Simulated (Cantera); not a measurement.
Cantera with NASA thermochemical tables; ideal gases at 1 bar, condensed phases pure. Values are per mole of reaction as written; species without (g) are pure solids or liquids, kept so even where they would boil at 1 bar.

11 H₂(g) + P₄O₁₀ ⇌ 4 PH₃(g) + 5 H₂O₂(g)

```
T (K)  ΔH° (kJ)  ΔS° (J/K)  ΔG° (kJ)  log10 K
-----  --------  ---------  --------  -------
300         [?]        [?]       [?]      [?]
475         [?]        [?]       [?]      [?]
525      2309.0      245.2    2180.2  -216.92
575      2299.6      228.3    2168.4  -196.98
625         [?]        [?]       [?]      [?]
675         [?]        [?]       [?]      [?]
```

Problem. What belongs in the gaps?

Solution. 
- 300, ΔH° (kJ): 2349.8
- 300, ΔS° (J/K): 346.5
- 300, ΔG° (kJ): 2245.9
- 300, log10 K: -391.04
- 475, ΔH° (kJ): 2318.3
- 475, ΔS° (J/K): 263.8
- 475, ΔG° (kJ): 2192.9
- 475, log10 K: -241.15
- 625, ΔH° (kJ): 2290.3
- 625, ΔS° (J/K): 212.7
- 625, ΔG° (kJ): 2157.4
- 625, log10 K: -180.30
- 675, ΔH° (kJ): 2280.9
- 675, ΔS° (J/K): 198.2
- 675, ΔG° (kJ): 2147.1
- 675, log10 K: -166.15
